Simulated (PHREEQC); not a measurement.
PHREEQC input (ion-association model, wateq4f.dat):

```
SOLUTION_MASTER_SPECIES
  An  An-  0  An  62.0  # stands for a non-complexing anion
SOLUTION_SPECIES
  An- = An-
    -log_k 0
    -gamma 3.0 0
PHASES
  Fix_H+
    H+ = H+
    -log_k 0
SOLUTION 1
  temp 25
  units mmol/kgw
  pH 7 charge
  As(5) 0.00032
  Na 5.00064
  An 5
END
SELECTED_OUTPUT 1
  -reset false
  -pH true
  -pe true
  -ionic_strength true
  -water true
  -totals As Na As(3) As(5)
  -molalities Hfo_wOH Hfo_wOH2+ Hfo_wO- Hfo_sOH Hfo_sOH2+ Hfo_sO- Hfo_wH2AsO4 Hfo_wHAsO4- Hfo_wOHAsO4-3
USER_PUNCH 1
  -headings sigma psi
  10 PUNCH EDL("sigma", "Hfo"), EDL("psi", "Hfo")
PRINT
  -reset false
USE solution 1
SURFACE 1
  Hfo_wOH 5.39326e-05 600 0.024
  Hfo_sOH 1.34831e-06
EQUILIBRIUM_PHASES 1
  Fix_H+ -3 HAn 10
    -force_equality true
  O2(g) -0.68 10
END
# ... the last block is repeated for the other 12 points of pH, with NaOH or the acid as the point needs
```

Selected output (columns that matter, 13 of 13 rows; pH added in front):

```
pH	mu	As	Na	m_Hfo_wOH	m_Hfo_wOH2+	m_Hfo_wO-	m_Hfo_sOH	m_Hfo_sOH2+	m_Hfo_sO-	m_Hfo_wH2AsO4	m_Hfo_wHAsO4-	m_Hfo_wOHAsO4-3	sigma	psi
3	0.0061004	2.1634e-12	0.0050006	9.634e-06	4.393e-05	4.84e-08	2.4229e-07	1.1048e-06	1.2172e-09	4.8962e-08	2.6357e-07	7.4627e-09	0.29953	0.2148
3.67	0.0052463	1.3182e-12	0.0050006	2.0741e-05	3.2569e-05	3.0258e-07	5.2161e-07	8.1909e-07	7.6095e-09	1.5714e-08	2.4564e-07	5.8646e-08	0.21883	0.20255
4.33	0.0050616	1.221e-12	0.0050006	3.005e-05	2.2649e-05	9.1335e-07	7.5573e-07	5.6961e-07	2.297e-08	4.7534e-09	1.5481e-07	1.6044e-07	0.14505	0.18237
5	0.0050179	1.3358e-12	0.0050006	3.6136e-05	1.5553e-05	1.9233e-06	9.0879e-07	3.9115e-07	4.837e-08	1.3374e-09	7.6271e-08	2.4239e-07	0.088247	0.15713
5.67	0.0050066	2.0205e-12	0.0050006	3.9237e-05	1.1237e-05	3.1386e-06	9.8677e-07	2.826e-07	7.8933e-08	4.5587e-10	3.9073e-08	2.8047e-07	0.049732	0.12796
6.33	0.0050031	4.8608e-12	0.0050006	4.0491e-05	8.9032e-06	4.2186e-06	1.0183e-06	2.2391e-07	1.0609e-07	2.1738e-10	2.4268e-08	2.9551e-07	0.026077	0.095703
7	0.0050016	2.238e-11	0.0050006	4.0938e-05	7.6686e-06	5.0065e-06	1.0295e-06	1.9286e-07	1.2591e-07	1.3729e-10	1.7991e-08	3.0185e-07	0.012099	0.060186
7.67	0.0050009	2.1408e-10	0.0050006	4.1089e-05	6.9947e-06	5.5294e-06	1.0333e-06	1.7591e-07	1.3906e-07	1.0401e-10	1.4998e-08	3.0468e-07	0.0038406	0.023009
8.33	0.0050025	3.0355e-09	0.0050027	4.1147e-05	6.5165e-06	5.952e-06	1.0348e-06	1.6388e-07	1.4968e-07	8.3537e-11	1.2948e-08	3.0393e-07	-0.0023188	-0.014178
9	0.0050117	4.2323e-08	0.0050123	4.1175e-05	5.9269e-06	6.553e-06	1.0347e-06	1.4894e-07	1.6467e-07	5.5348e-11	9.4385e-09	2.6818e-07	-0.0097547	-0.051359
9.67	0.0050528	2.1319e-07	0.0050542	4.1072e-05	4.9545e-06	7.7997e-06	1.0288e-06	1.2411e-07	1.9538e-07	1.266e-11	2.5761e-09	1.0422e-07	-0.021655	-0.086454
10.33	0.0052356	3.0542e-07	0.0052384	4.0268e-05	3.7532e-06	9.8971e-06	1.007e-06	9.3856e-08	2.4749e-07	8.0481e-13	2.1195e-10	1.4364e-08	-0.042489	-0.11887
11	0.006096	3.1822e-07	0.0061015	3.7566e-05	2.2982e-06	1.4067e-05	9.3917e-07	5.7457e-08	3.5168e-07	2.7979e-14	1.1226e-11	1.7658e-09	-0.080867	-0.14769
```

Species that the database lacks are ignored. The oxide is taken as insoluble; below pH 4 it would dissolve.
